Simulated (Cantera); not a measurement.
An adiabatic, constant-volume homogeneous reactor starts with CH₄ : O₂ : N₂ = 1 : 6.67 : 25.1 (molar parts), equivalence ratio 0.30, at 1775 K and 960000 Pa. Integrator tolerance rtol = 1e-08.

Computed with Cantera and GRI-Mech 3.0 (53 species, 325 reactions).

Question: What does this change do: 0.48 parts CO2 added?

Answer: 
```csv
quantity,before,after
time of steepest temperature rise,17.1 µs,17.4 µs
temperature at 1.00 s,2497 K,2481 K
equilibrium temperature,2497 K,2481 K
x(CH₄) at 1.00 s,<1e-12 (gas-phase equilibrium <1e-12),<1e-12 (gas-phase equilibrium <1e-12)
x(O₂) at 1.00 s,0.132 (gas-phase equilibrium 0.132),0.130 (gas-phase equilibrium 0.130)
x(N₂O) at 1.00 s,3.56e-6 (gas-phase equilibrium 3.56e-6),3.38e-6 (gas-phase equilibrium 3.38e-6)
x(CO) at 1.00 s,0.000810 (gas-phase equilibrium 0.000810),0.00109 (gas-phase equilibrium 0.00109)
x(C₂H₂) at 1.00 s,<1e-12 (gas-phase equilibrium <1e-12),<1e-12 (gas-phase equilibrium <1e-12)
x(H₂O₂) at 1.00 s,5.43e-7 (gas-phase equilibrium 5.43e-7),5.13e-7 (gas-phase equilibrium 5.13e-7)
x(NO₂) at 1.00 s,4.62e-5 (gas-phase equilibrium 4.62e-5),4.47e-5 (gas-phase equilibrium 4.47e-5)
```

Question: What does this change do: initial temperature 1775 to 1600 K?

Answer: 
| quantity | before | after |
|---|---|---|
| time of steepest temperature rise | 17.1 µs | 57.1 µs |
| temperature at 1.00 s | 2497 K | 2362 K |
| equilibrium temperature | 2497 K | 2362 K |
| x(CH₄) at 1.00 s | <1e-12 (gas-phase equilibrium <1e-12) | <1e-12 (gas-phase equilibrium <1e-12) |
| x(O₂) at 1.00 s | 0.132 (gas-phase equilibrium 0.132) | 0.134 (gas-phase equilibrium 0.134) |
| x(N₂O) at 1.00 s | 3.56e-6 (gas-phase equilibrium 3.56e-6) | 2.87e-6 (gas-phase equilibrium 2.87e-6) |
| x(CO) at 1.00 s | 0.000810 (gas-phase equilibrium 0.000810) | 0.000372 (gas-phase equilibrium 0.000372) |
| x(C₂H₂) at 1.00 s | <1e-12 (gas-phase equilibrium <1e-12) | <1e-12 (gas-phase equilibrium <1e-12) |
| x(H₂O₂) at 1.00 s | 5.43e-7 (gas-phase equilibrium 5.43e-7) | 4.21e-7 (gas-phase equilibrium 4.21e-7) |
| x(NO₂) at 1.00 s | 4.62e-5 (gas-phase equilibrium 4.62e-5) | 4.36e-5 (gas-phase equilibrium 4.36e-5) |
